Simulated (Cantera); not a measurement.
Cantera with NASA thermochemical tables; ideal gases at 1 bar, condensed phases pure. Values are per mole of reaction as written; species without (g) are pure solids or liquids, kept so even where they would boil at 1 bar.

Al2O(g) + N2O(g) ⇌ 2 AlN + O2(g), with ΔH° = -572.4 kJ and ΔS° = -226.9 J/K at 300 K.

Q: How far is the shortcut ΔG° ≈ ΔH°(300 K) − T·ΔS°(300 K) from the full temperature-dependent value at 1173, 1223, 1273, 1323, 1373, 1423, 1473, 1523, 1573 K?

A: 
```csv
T (K),shortcut (kJ),full (kJ),difference (kJ),difference in log10 K
1173,-306.2,-312.4,6.2,-0.28
1223,-294.9,-301.8,6.9,-0.30
1273,-283.5,-291.3,7.7,-0.32
1323,-272.2,-280.7,8.5,-0.34
1373,-260.8,-270.2,9.4,-0.36
1423,-249.5,-259.8,10.3,-0.38
1473,-238.1,-249.3,11.2,-0.40
1523,-226.8,-238.9,12.1,-0.41
1573,-215.5,-228.5,13.1,-0.43
```
The shortcut ignores the heat-capacity change of the reaction.
